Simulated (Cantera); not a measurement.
A Cantera script and what it prints.

```python
import numpy as np
import cantera as ct

gas_names = [...]  # 136 gases of nasa_gas.yaml made of C, H, N, O
cond_names = """
    C(gr) C6H6(L) C7H8(L) C8H18(L),n-octa H2O(s) H2O(L)
""".split()


# ... load() reads the species with a 1 bar reference pressure and builds the phases ...
atoms = {
    'CH3OH': {'C': 1, 'H': 4, 'O': 1},
    'CO2': {'C': 1, 'O': 2},
    'N2': {'N': 2},
}
top_T = {'C(gr)': 4500}  # K; cautious upper limits of use, not melting points


# ... equilibrate(T, P, feed) seeds the gas with the atoms and calls Mixture.equilibrate('TP', solver="vcs", rtol=1e-11, max_steps=5000) ...
results = []
feed = {'CH3OH': 1, 'CO2': 0.021, 'N2': 23}  # mol
P = 70  # Pa
for T in [575, 600, 625, 650, 675, 700, 725, 750, 775, 800]:
    mix = equilibrate(T, P, feed)
    results.append((T, P, feed, dict(zip(mix.species_names, mix.species_moles))))

top = {s: max(r[3][s] / sum(r[3][g] for g in gas_names) for r in results) for s in gas_names}
cols = sorted((s for s in top if top[s] > 1e-06), key=lambda s: -top[s])[:7]
seen = [c for c in cond_names if any(r[3].get(c, 0) > 1e-12 for r in results)]
print("log10 of partial pressures in bar; condensed amounts in mol")
print(f"{'T/K':>10s}" + "".join(f"{s[:9]:>10s}" for s in cols + seen))
for T, P, feed, n in results:
    ng = sum(n[g] for g in gas_names)
    print(f"{T:10.4g}" + "".join(f"{np.log10(max(n[s] / ng * P / 1e5, 1e-99)):10.3f}" for s in cols)
          + "".join(f"{n.get(c, 0):10.4g}" for c in seen))
```

It prints:

```
log10 of partial pressures in bar; condensed amounts in mol
       T/K        N2        H2        CO       CO2       H2O       CH4     C(gr)
       575    -3.198    -4.319    -5.704    -4.990    -5.205    -6.351    0.5613
       600    -3.200    -4.300    -5.379    -4.997    -5.369    -6.625     0.493
       625    -3.202    -4.287    -5.104    -5.051    -5.551    -6.890    0.4027
       650    -3.204    -4.280    -4.884    -5.169    -5.757    -7.144    0.2896
       675    -3.206    -4.275    -4.728    -5.372    -5.998    -7.386    0.1715
       700    -3.207    -4.273    -4.634    -5.662    -6.275    -7.615   0.07844
       725    -3.208    -4.271    -4.587    -6.014    -6.575    -7.832   0.02427
       750    -3.208    -4.270    -4.568    -6.363    -6.852    -8.064         0
       775    -3.208    -4.271    -4.568    -6.390    -6.796    -8.618         0
       800    -3.208    -4.271    -4.567    -6.415    -6.743    -9.138         0
```

Equilibrium computed with Cantera from the NASA thermochemical tables; the gas is ideal and each condensed phase is pure.
